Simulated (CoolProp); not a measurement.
Aqueous potassium acetate as a coolant, 7 % by mass, freezing at -3.0 °C, 1 atm.

Model: Melinder's fits for secondary coolants, in CoolProp.

```json
[
 {"T (°C)": "0.5", "cp (kJ/(kg K))": "3.912", "conductivity (W/(m K))": "0.544", "density (kg/m³)": "1041", "Prandtl number": "14.9"},
 {"T (°C)": "6.7", "cp (kJ/(kg K))": "3.913", "conductivity (W/(m K))": "0.554", "density (kg/m³)": "1040", "Prandtl number": "12.0"},
 {"T (°C)": "13", "cp (kJ/(kg K))": "3.916", "conductivity (W/(m K))": "0.564", "density (kg/m³)": "1038", "Prandtl number": "9.85"},
 {"T (°C)": "19.3", "cp (kJ/(kg K))": "3.920", "conductivity (W/(m K))": "0.574", "density (kg/m³)": "1037", "Prandtl number": "8.24"},
 {"T (°C)": "25.5", "cp (kJ/(kg K))": "3.924", "conductivity (W/(m K))": "0.583", "density (kg/m³)": "1035", "Prandtl number": "7.03"},
 {"T (°C)": "31.8", "cp (kJ/(kg K))": "3.929", "conductivity (W/(m K))": "0.593", "density (kg/m³)": "1033", "Prandtl number": "6.05"}
]
```
